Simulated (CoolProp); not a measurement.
Dry air at 92.87 K and 0.818 MPa flows at 0.21 m/s in a round tube of 100 mm bore and 15 µm roughness, fully developed (64/Re and Nu = 3.66 if laminar; Colebrook and Gnielinski if turbulent). Each further row changes one setting.

Computed with CoolProp (reference Helmholtz-energy equation of state, Lemmon 2000). It is a pseudo-pure fit of the blend.

```
case               Reynolds number  Darcy friction factor  pressure drop (Pa/m)  heat-transfer coefficient (W/(m² K))  mass flow (kg/h)
-----------------  ---------------  ---------------------  --------------------  ------------------------------------  ----------------
as stated                   157000                    ___                  3.10                                   ___              4800
velocity 0.42 m/s           315000                    ___                   ___                                  1050               ___
diameter 200 mm             315000                 0.0151                  1.35                                   ___             19200
```

Task: Some entries are withheld; supply them.

Result: 
- as stated, Darcy friction factor: 0.0174
- as stated, heat-transfer coefficient (W/(m² K)): 569
- velocity 0.42 m/s, Darcy friction factor: 0.0158
- velocity 0.42 m/s, pressure drop (Pa/m): 11.2
- velocity 0.42 m/s, mass flow (kg/h): 9610
- diameter 200 mm, heat-transfer coefficient (W/(m² K)): 503

Viscosity comes from a separate model (Lemmon 2004). Thermal conductivity comes from a separate model (Lemmon 2004).
